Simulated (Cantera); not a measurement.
## Ignition delay

Mixture: 21.2 % H2, 16.5 % O2, 62.3 % N2, equivalence ratio 0.64, at 0.987 atm, adiabatic and at constant pressure. Ignition delay is the time to a rise of 400 K.

Detailed kinetics in Cantera: GRI-Mech 3.0 (53 species, 325 reactions). Where the delays flatten at high temperature, the 400 K rule measures the pace of heat release, not the induction time.

```tsv
T0 (K)	delay (ms)
1300	0.0326
1375	0.0264
1450	0.0229
1525	0.0210
1600	0.0203
```
